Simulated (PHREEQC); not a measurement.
A PHREEQC input (ion-association model, wateq4f.dat):

```
SOLUTION 1
  temp 25
  units mg/kgw
  pH 6.78
  pe 9.6
  Na 413
  K 20.7
  Ca 136
  Mg 115
  Cl 373
  S(6) 241 as SO4
  Alkalinity 1170 as HCO3
  Li 1.78
  F 1.72
  B 1.43
END
USE solution 1
EQUILIBRIUM_PHASES 1
  Gypsum 0 0
  CO2(g) 2 10
END
```

The run finishes without an error or a warning.

Its last state differs from that of the intended input:

```tsv
quantity	as run	intended
pH	4.04	7.99
ionic strength (mol/kgw)	0.0413	0.0406
CaCO3 (mol/kgw)	1.83e-8	0.000150
CO3-2 (mol/kgw)	1.58e-8	0.000134
MgCO3 (mol/kgw)	1.47e-8	0.000122
NaCO3- (mol/kgw)	2.58e-9	2.20e-5
SI of Fluorite (CaF2)	-0.71	-0.64
SI of Magnesite (MgCO3)	-2.78	+1.14
```

**Question.** One thing in the input isn't as intended. What explains the difference?

**Answer.** This is not unique; one that fits is The fault: the CO2 pressure typed with the wrong sign of its logarithm. The line should read `CO2(g) -2` where the input has `CO2(g) 2`.
